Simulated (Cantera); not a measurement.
A freely propagating, adiabatic, planar premixed flame of CH4 : H2 : O2 : N2 : H2O = 1 : 0.05 : 2.05 : 7.69 : 0.071 (molar parts), equivalence ratio 0.99, unburnt at 425 K and 100000 Pa; mixture-averaged transport, grid criteria slope 0.08 and curve 0.16, no radiation.

Model: GRI-Mech 3.0 (53 species, 325 reactions), integrated in Cantera. Burning velocities carry a grid error of a few per cent, more on coarse grids.

x: mole fraction of selected species; z is measured from the peak of heat release.

```json
[
 {"z (mm)": "-1.17", "T (K)": "425", "u (m/s)": "0.690", "x CH4": "0.0920", "x H2": "0.00509", "x O2": "0.189", "x HO2": "2.99e-8", "x HCO": "<1e-8", "x HCN": "<1e-8"},
 {"z (mm)": "-0.779", "T (K)": "426", "u (m/s)": "0.693", "x CH4": "0.0918", "x H2": "0.00624", "x O2": "0.188", "x HO2": "4.99e-7", "x HCO": "<1e-8", "x HCN": "<1e-8"},
 {"z (mm)": "-0.584", "T (K)": "432", "u (m/s)": "0.704", "x CH4": "0.0913", "x H2": "0.00781", "x O2": "0.188", "x HO2": "2.99e-6", "x HCO": "<1e-8", "x HCN": "<1e-8"},
 {"z (mm)": "-0.389", "T (K)": "485", "u (m/s)": "0.794", "x CH4": "0.0878", "x H2": "0.0113", "x O2": "0.184", "x HO2": "2.96e-5", "x HCO": "<1e-8", "x HCN": "3.08e-8"},
 {"z (mm)": "-0.195", "T (K)": "890", "u (m/s)": "1.47", "x CH4": "0.0636", "x H2": "0.0175", "x O2": "0.152", "x HO2": "0.000150", "x HCO": "3.64e-7", "x HCN": "5.29e-7"},
 {"z (mm)": "-0.0973", "T (K)": "1321", "u (m/s)": "2.21", "x CH4": "0.0353", "x H2": "0.0206", "x O2": "0.111", "x HO2": "0.000166", "x HCO": "1.09e-5", "x HCN": "1.45e-6"},
 {"z (mm)": "0", "T (K)": "…", "u (m/s)": "2.90", "x CH4": "…", "x H2": "0.0204", "x O2": "…", "x HO2": "…", "x HCO": "…", "x HCN": "…"},
 {"z (mm)": "0.0973", "T (K)": "1879", "u (m/s)": "3.16", "x CH4": "…", "x H2": "…", "x O2": "…", "x HO2": "…", "x HCO": "…", "x HCN": "…"},
 {"z (mm)": "0.195", "T (K)": "1926", "u (m/s)": "3.23", "x CH4": "1.79e-5", "x H2": "0.0133", "x O2": "0.0260", "x HO2": "7.88e-6", "x HCO": "8.14e-7", "x HCN": "9.42e-7"},
 {"z (mm)": "0.389", "T (K)": "1981", "u (m/s)": "3.30", "x CH4": "3.49e-8", "x H2": "0.0126", "x O2": "0.0212", "x HO2": "5.80e-6", "x HCO": "4.75e-8", "x HCN": "1.13e-7"},
 {"z (mm)": "0.779", "T (K)": "2049", "u (m/s)": "3.40", "x CH4": "<1e-8", "x H2": "0.0114", "x O2": "0.0181", "x HO2": "4.22e-6", "x HCO": "2.69e-8", "x HCN": "<1e-8"},
 {"z (mm)": "1.56", "T (K)": "2124", "u (m/s)": "3.51", "x CH4": "<1e-8", "x H2": "0.00933", "x O2": "0.0152", "x HO2": "2.82e-6", "x HCO": "1.36e-8", "x HCN": "<1e-8"},
 {"z (mm)": "3.11", "T (K)": "2191", "u (m/s)": "3.60", "x CH4": "<1e-8", "x H2": "0.00715", "x O2": "0.0124", "x HO2": "1.82e-6", "x HCO": "<1e-8", "x HCN": "<1e-8"}
]
```

Problem. Fill in the missing entries.

Solution. 
- 0, T (K): 1719
- 0, x CH4: 0.00826
- 0, x O2: 0.0624
- 0, x HO2: 0.000102
- 0, x HCO: 4.99e-5
- 0, x HCN: 2.95e-6
- 0.0973, x CH4: 0.000551
- 0.0973, x H2: 0.0157
- 0.0973, x O2: 0.0350
- 0.0973, x HO2: 1.76e-5
- 0.0973, x HCO: 1.56e-5
- 0.0973, x HCN: 2.47e-6
